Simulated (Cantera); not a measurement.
Feed: 1 mol PbO, 0.7 mol H₂.

These are equilibrium values from Cantera (NASA tables, ideal gas, pure condensed phases), not measurements of a reactor. Candidate condensed phases: H₂O, Pb, PbO, PbO₂, Pb₃O₄; 12 gas species. Each liquid is taken as pure. Mutual solubility and eutectic melting of coexisting phases are not modelled. Rates play no part.

What condenses at these points (T in °C, P in Pa): (1650, 750); (750, 750); (1050, 56000); (900, 42); (750, 1000000); (1650, 240000); (1500, 56000)?


| T (°C) | P in Pa | condensed phases | Pb condensed (%) |
|---|---|---|---|
| 1650 | 750 | gas only | 0.0 |
| 750 | 750 | Pb + PbO | 99.7 |
| 1050 | 56000 | Pb + PbO | 99.5 |
| 900 | 42 | PbO | 15.8 |
| 750 | 1000000 | Pb + PbO | 100.0 |
| 1650 | 240000 | Pb + PbO | 38.7 |
| 1500 | 56000 | Pb | 1.8 |
